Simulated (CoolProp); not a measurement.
A single-stage vapour-compression cycle with R115: evaporating at 202.15 K (dew point), condensing at 248.15 K (bubble point), superheat 5 K, subcooling 8 K, compressor efficiency 0.9, no pressure losses. Each further row changes one setting.

Model: reference Helmholtz-energy equation of state, Lemmon 2016, in CoolProp.

```tsv
case	cooling COP	pressure ratio	discharge temperature (K)	refrigerating effect (kJ/kg)	volumetric capacity (kJ/m³)
as stated	3.43	9.77	259.6	105	178
evaporating temperature 207.15 K	4.05	7.20	258.0	108	243
condensing temperature 243.15 K	3.96	[?]	254.7	109	186
subcooling 13 K	[?]	9.77	259.6	109	186
superheat 15 K	[?]	9.77	270.4	[?]	180
compressor efficiency 0.8	[?]	9.77	265.1	105	178
```

**Question.** Fill in the missing entries.

**Answer.** 
- condensing temperature 243.15 K, pressure ratio: 8.00
- subcooling 13 K, cooling COP: 3.59
- superheat 15 K, cooling COP: 3.46
- superheat 15 K, refrigerating effect (kJ/kg): 111
- compressor efficiency 0.8, cooling COP: 3.05
